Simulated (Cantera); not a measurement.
Input: 1 mol N2O, 0.49 mol H2, held at 3202 °C and 1.40e7 Pa.

These are equilibrium values from Cantera (NASA tables, ideal gas, pure condensed phases), not measurements of a reactor. Candidate condensed phases: H2O; 24 gas species. The ideal-gas law is rough above about 30 bar. Equilibrium is a limit: real reactors are often held back by kinetics, nucleation or transport.

Task: What is the equilibrium state?

Result: 
```
Item            Value
----------  ---------
x(N2)           0.534
x(H2O)          0.235
x(O2)           0.107
x(OH)          0.0484
x(NO)          0.0461
x(O)           0.0128
x(H2)          0.0109
x(H)          0.00491
x(HO2)       0.000285
gas amount  1.794 mol
```
